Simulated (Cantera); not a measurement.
An isothermal, constant-pressure homogeneous reactor starts with CO : O2 : H2O : N2 = 0.017 : 0.05 : 0.07 : 1 (molar parts), equivalence ratio 0.17, at 1123 K and 0.340 bar.

Detailed kinetics in Cantera: GRI-Mech 3.0 (53 species, 325 reactions).

One state of this run: x CO = 2.97e-9; x O2 = 0.0368; x H2O = 0.0620; x N2O = 1.08e-7; x H2O2 = 2.63e-10; x NO = 5.81e-8. x: mole fraction; the columns are a selection and need not sum to one.

**Question.** Which value of t (s) does it belong to?
A) 0.0309
B) 4.00
C) 0.0117
D) 0.00441

**Answer.** B, 4.00
